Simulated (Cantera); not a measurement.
Mixture: H2 : O2 : N2 = 1 : 1.14 : 5.8 (molar parts), at 0.620 bar, adiabatic and at constant volume. Ignition delay is the time to a rise of 400 K.

Cantera simulation using the H2/O2 subset of GRI-Mech 3.0, which has no nitrogen chemistry; the numbers are that mechanism's predictions, not measurements. Where the delays flatten at high temperature, the 400 K rule measures the pace of heat release, not the induction time.

### Question
What does this change do: pressure from 0.620 bar to 9.10 bar?

### Answer
| quantity | before | after |
|---|---|---|
| delay at 1075 K | 0.209 ms | 2.49 ms |
| delay at 1150 K | 0.133 ms | 0.365 ms |
| delay at 1225 K | 96.9 µs | 21.3 µs |
| delay at 1300 K | 78.1 µs | 6.67 µs |
| delay at 1375 K | 68.6 µs | 3.89 µs |
| delay at 1450 K | 65.0 µs | 2.71 µs |
| delay at 1525 K | 65.4 µs | 2.07 µs |
The hydrogen kinetics of GRI-Mech 3.0 are dated; newer H2 mechanisms differ, most at raised pressure.

### Question
What does this change do: constant pressure in place of constant volume?

### Answer
```tsv
quantity	before	after
delay at 1075 K	0.209 ms	0.226 ms
delay at 1150 K	0.133 ms	0.151 ms
delay at 1225 K	96.9 µs	0.116 ms
delay at 1300 K	78.1 µs	0.100 ms
delay at 1375 K	68.6 µs	94.2 µs
delay at 1450 K	65.0 µs	94.6 µs
delay at 1525 K	65.4 µs	99.4 µs
```

### Question
What does this change do: N2 5.8 to 9.4 parts?

### Answer
| quantity | before | after |
|---|---|---|
| delay at 1075 K | 0.209 ms | 0.326 ms |
| delay at 1150 K | 0.133 ms | 0.218 ms |
| delay at 1225 K | 96.9 µs | 0.170 ms |
| delay at 1300 K | 78.1 µs | 0.149 ms |
| delay at 1375 K | 68.6 µs | 0.143 ms |
| delay at 1450 K | 65.0 µs | 0.147 ms |
| delay at 1525 K | 65.4 µs | 0.159 ms |
